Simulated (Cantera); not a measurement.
Feed: 1 mol Zr, 8.6 mol O2, 21 mol H2, at 0.133 bar.

Equilibrium computed with Cantera from the NASA thermochemical tables; the gas is ideal and each condensed phase is pure. Candidate condensed phases: H2O, Zr, ZrO2; 12 gas species. The numbers say what is thermodynamically allowed, not how fast it happens.

Problem. Which condensed phases are stable at each of these points (T (°C)): 1802, 1902, 2002, 2102, 2202, 2302, 2402, 2502?

Solution. 
```json
[
 {"T (°C)": "1802", "condensed phases": "ZrO2(tetragonal)", "Zr condensed (%)": "100.0"},
 {"T (°C)": "1902", "condensed phases": "ZrO2(tetragonal)", "Zr condensed (%)": "100.0"},
 {"T (°C)": "2002", "condensed phases": "ZrO2(tetragonal)", "Zr condensed (%)": "100.0"},
 {"T (°C)": "2102", "condensed phases": "ZrO2(tetragonal)", "Zr condensed (%)": "100.0"},
 {"T (°C)": "2202", "condensed phases": "ZrO2(tetragonal)", "Zr condensed (%)": "100.0"},
 {"T (°C)": "2302", "condensed phases": "ZrO2(tetragonal)", "Zr condensed (%)": "100.0"},
 {"T (°C)": "2402", "condensed phases": "ZrO2(s)", "Zr condensed (%)": "99.9"},
 {"T (°C)": "2502", "condensed phases": "ZrO2(s)", "Zr condensed (%)": "99.8"}
]
```

From 1802 °C to 2302 °C the condensed part is ZrO2(tetragonal). From 2402 °C to 2502 °C the condensed part is ZrO2(s).
